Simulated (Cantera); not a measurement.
Charge: 1 mol Al, 20 mol N2O, 260 mol N2, held at 133 Pa.

Method: chemical equilibrium by Gibbs-energy minimisation in Cantera with the NASA 1993 tables (ideal gas, pure condensed phases). Candidate condensed phases: Al, AlN, Al2O3; 16 gas species. Rates play no part.

**Question.** At 1775 K, list the 4 most abundant gas species with their mole fractions, and the condensed phases.

**Answer.** N2 0.967, O2 0.0309, NO 0.00162, O 0.000461. Condensed: Al2O3(s).
